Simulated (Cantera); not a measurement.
An adiabatic, constant-pressure homogeneous reactor starts with 7.72 % CO, 11.6 % H2, 0.270 % CH4, 14.0 % O2, 52.5 % N2, 13.9 % CO2, equivalence ratio 0.73, at 1550 K and 10.0 bar.

Computed with Cantera and GRI-Mech 3.0 (53 species, 325 reactions).

Question: Predict: time of steepest temperature rise; temperature at 0.300 s; equilibrium temperature; x(CO) at 0.300 s; x(H2) at 0.300 s; x(OH) at 0.300 s.

Answer: 
```json
{
 "time_of_steepest_temperature_rise": "1.89 µs",
 "temperature at 0.300 s": "2637 K",
 "equilibrium_temperature": "2637 K",
 "x(CO) at 0.300 s": "0.0235 (gas-phase equilibrium 0.0235)",
 "x(H2) at 0.300 s": "0.00209 (gas-phase equilibrium 0.00209)",
 "x(OH) at 0.300 s": "0.00931 (gas-phase equilibrium 0.00931)"
}
```
